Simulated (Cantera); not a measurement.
**Low-pressure radical oxidation in H2/O2**

An isothermal, constant-pressure homogeneous reactor starts with H2 : O2 : N2 = 0.18 : 1 : 0.19 (molar parts), at 1100 K and 1700 Pa.

Computed with Cantera and the H2/O2 subset of GRI-Mech 3.0, which has no nitrogen chemistry. Radical loss at walls, strong at low pressure, is not modelled. The temperature is held fixed by assumption; the heat of reaction is taken as removed at once.

```json
[
 {"t (s)": "9.00e-5", "x H2": "0.131", "x O2": "0.730", "x HO2": "1.29e-9", "x H2O2": "<1e-12", "x H2O": "5.15e-10"},
 {"t (s)": "0.000361", "x H2": "0.131", "x O2": "0.730", "x HO2": "5.35e-9", "x H2O2": "4.96e-12", "x H2O": "3.33e-8"},
 {"t (s)": "0.00145", "x H2": "0.130", "x O2": "0.729", "x HO2": "3.57e-6", "x H2O2": "3.80e-9", "x H2O": "0.00102"},
 {"t (s)": "0.00580", "x H2": "0.00381", "x O2": "0.675", "x HO2": "1.01e-5", "x H2O2": "2.69e-7", "x H2O": "0.117"},
 {"t (s)": "0.0232", "x H2": "0.000675", "x O2": "0.705", "x HO2": "7.67e-6", "x H2O2": "3.38e-7", "x H2O": "0.138"},
 {"t (s)": "0.0932", "x H2": "3.62e-5", "x O2": "0.711", "x HO2": "1.79e-6", "x H2O2": "1.69e-7", "x H2O": "0.140"},
 {"t (s)": "0.373", "x H2": "2.65e-6", "x O2": "0.711", "x HO2": "2.30e-7", "x H2O2": "4.80e-8", "x H2O": "0.141"},
 {"t (s)": "1.50", "x H2": "3.39e-7", "x O2": "0.711", "x HO2": "3.66e-8", "x H2O2": "1.28e-8", "x H2O": "0.141"},
 {"t (s)": "6.00", "x H2": "6.06e-8", "x O2": "0.711", "x HO2": "7.85e-9", "x H2O2": "3.38e-9", "x H2O": "0.141"}
]
```
x: mole fraction; the columns are a selection and need not sum to one.

Equilibrium at this temperature and pressure: H2 1.70e-9, O2 0.711, HO2 4.26e-9, H2O2 1.40e-10, H2O 0.141 (gas phase only).
